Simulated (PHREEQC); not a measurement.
Buffer: speciation

Make-up at 40 °C: 0.22 mol NH4Cl and 0.00034 mol Na2B4O7 per kg of water. It is in equilibrium with CO2 at log p = -3.5 (atm). Otherwise closed; pH follows from the charge balance.

Computed with PHREEQC (ion-association model, phreeqc.dat).

This is a speciation only: nothing precipitates in the calculation.

**Question.** Predict the pH, density.

**Answer.** pH 6.49; density 0.996 g/cm³.

**Question.** In which forms is C present?

**Answer.** HCO3- 69 %, CO2 31 % of the C.

Constants without temperature data keep their 25 °C values here.
